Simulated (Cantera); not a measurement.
## Thermodynamics of tantalum, niobium, vanadium and zirconium in process gases, feed Ta(OEt)5 + CH4

Input: 1 mol Ta(OEt)5, 0.42 mol CH4, held at 69.0 Pa.

Cantera equilibrium calculation (NASA polynomials, part measured and part estimated; ideal gas, pure solids and liquids). Candidate condensed phases: C, C6H6, C7H8, C8H18, H2O, Ta, TaC, Ta2O5; 113 gas species. The feed counts by its element totals alone. TaC: taken at fixed stoichiometry. Condensed phases not in the tables: Ta2C. Kinetics and transport are ignored.

From 1423 K to 2473 K the condensed part is C(graphite) + TaC(s).

| T (K) | x H2 | x H | x CO | x C2H2 (acetylene) | x C3 | n C(graphite) | n TaC(s) |
|---|---|---|---|---|---|---|---|
| 1423 | 0.727 | 0.000216 | 0.273 | 2.50e-6 | <1e-12 | 4.42 | 1.00 |
| 1573 | 0.726 | 0.00132 | 0.272 | 1.50e-5 | <1e-12 | 4.42 | 1.00 |
| 1723 | 0.722 | 0.00590 | 0.272 | 6.54e-5 | 1.42e-11 | 4.42 | 1.00 |
| 1873 | 0.709 | 0.0207 | 0.270 | 0.000221 | 1.41e-9 | 4.41 | 1.00 |
| 2023 | 0.675 | 0.0594 | 0.265 | 0.000603 | 7.03e-8 | 4.40 | 1.00 |
| 2173 | 0.603 | 0.143 | 0.253 | 0.00133 | 2.01e-6 | 4.37 | 1.00 |
| 2323 | 0.478 | 0.286 | 0.234 | 0.00231 | 3.69e-5 | 4.31 | 1.00 |
| 2473 | 0.313 | 0.475 | 0.208 | 0.00302 | 0.000471 | 4.22 | 1.00 |
x: gas mole fraction; n: condensed amount in mol.
